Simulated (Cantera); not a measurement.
Input: 1 mol CH₃SiH₃, a varied amount of H₂, equilibrated at 2125 K and 7.50 Torr.

These are equilibrium values from Cantera (NASA tables, ideal gas, pure condensed phases), not measurements of a reactor. Candidate condensed phases: C, C₆H₆, C₇H₈, C₈H₁₈, Si, SiC; 87 gas species. The feed counts by its element totals alone. Gases not in the tables: Si₂H₆ and higher silanes. Rates play no part.

Question: Which condensed phases are stable at each of these points (n(H₂) (mol)): 200, 350, 500, 660, 810, 960, 1100?

Answer: 
```
n(H₂) (mol)  condensed phases  Si condensed (%)
-----------  ----------------  ----------------
200                    SiC(s)              53.5
350                    SiC(s)              19.2
500                  gas only               0.0
660                  gas only               0.0
810                  gas only               0.0
960                  gas only               0.0
1100                 gas only               0.0
```

From 200 mol H₂ to 350 mol H₂ the condensed part is SiC(s). From 500 mol H₂ to 1100 mol H₂ nothing is condensed.
